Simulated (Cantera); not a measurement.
A closed system holds: 1 mol trisilylamine, 50 mol N2, 51 mol H2, 0.33 mol NH3, at 0.00133 bar.

These are equilibrium values from Cantera (NASA tables, ideal gas, pure condensed phases), not measurements of a reactor. Candidate condensed phases: Si, Si3N4; 18 gas species. The feed counts by its element totals alone. The tables' values for SiN are old estimates; treat these amounts as uncertain. Gases not in the tables: Si2H6 and higher silanes. Equilibrium is a limit: real reactors are often held back by kinetics, nucleation or transport.

log p: log10 of the partial pressure in bar; n: condensed amount in mol.

```tsv
T (°C)	log p H2	log p N2	log p H	log p Si	log p SiH	log p Si2N	n Si3N4(s)	n Si(l)
752	-3.15	-3.21	-9.93	<-14	<-14	<-14	1.00	0
827	-3.15	-3.21	-9.16	<-14	<-14	<-14	1.00	0
902	-3.15	-3.21	-8.48	<-14	<-14	<-14	1.00	0
977	-3.15	-3.21	[?]	[?]	[?]	<-14	1.00	0
1052	-3.15	-3.21	-7.36	-11.90	-12.61	-14.83	1.00	0
1127	-3.15	-3.21	[?]	[?]	[?]	[?]	1.000	0
1202	-3.15	-3.21	-6.46	-9.13	-10.15	-11.30	1.000	0
1277	-3.15	-3.21	-6.08	-7.95	-9.10	-9.80	1.000	0
1352	-3.15	-3.21	-5.73	-6.88	-8.15	-8.44	0.996	0
1427	-3.16	-3.20	-5.41	-6.17	-7.56	-7.73	0	2.94
1502	-3.16	-3.20	-5.12	-5.66	-7.15	-7.36	0	2.80
```

Q: What belongs in the gaps?

A: 
- 977, log p H: -7.89
- 977, log p Si: -13.54
- 977, log p SiH: -14.07
- 1127, log p H: -6.89
- 1127, log p Si: -10.44
- 1127, log p SiH: -11.32
- 1127, log p Si2N: -12.97
